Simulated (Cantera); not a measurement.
An adiabatic, constant-volume homogeneous reactor starts with 1.69 % C3H8, 19.3 % O2, 72.3 % N2, 6.77 % CO2, at 1750 K and 10.0 bar.

Model: GRI-Mech 3.0 (53 species, 325 reactions), integrated in Cantera. GRI-Mech 3.0 was tuned for natural gas; its chemistry of propane as a main component is partial and can be far from experiment.

Predict: time of steepest temperature rise; temperature at 0.300 s; equilibrium temperature; x(O2) at 0.300 s; x(CO2) at 0.300 s; x(HO2) at 0.300 s.


| Item | Result |
|---|---|
| time of steepest temperature rise | 2.80 µs |
| temperature at 0.300 s | 2652 K |
| equilibrium temperature | 2652 K |
| x(O2) at 0.300 s | 0.0971 (gas-phase equilibrium 0.0971) |
| x(CO2) at 0.300 s | 0.109 (gas-phase equilibrium 0.109) |
| x(HO2) at 0.300 s | 1.81e-5 (gas-phase equilibrium 1.81e-5) |
